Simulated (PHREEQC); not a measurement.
Synthetic water in mmol/kgw, 20 °C, pH 7.38, pe 11.7: Na 46.8; K 5.3; Ca 2.22; Mg 27.7; Cl 97.9; S(6) 6.46; Alkalinity (meq/kgw) 1.35; Ni 0.0427; Si 0.472.

Cl is adjusted to close the charge balance.
Valence states are taken as typed.

All values are PHREEQC results (ion-association model, wateq4f.dat), not measurements.

Precipitation was switched off in this run.

**Question.** Estimate the ionic strength.

**Answer.** ionic strength 0.137 mol/kgw.

**Question.** In which forms is S present?

**Answer.** SO4-2 56 %, MgSO4 36 %, NaSO4- 4.3 %, CaSO4 2.6 %, KSO4- 0.6 % of the S.

The solution is supersaturated, for example in Quartz (slow to form), Chalcedony (slow to form), so a real one may precipitate; this is no full list. The database's nickel carbonate constants are estimates that later reviews lower a good deal.
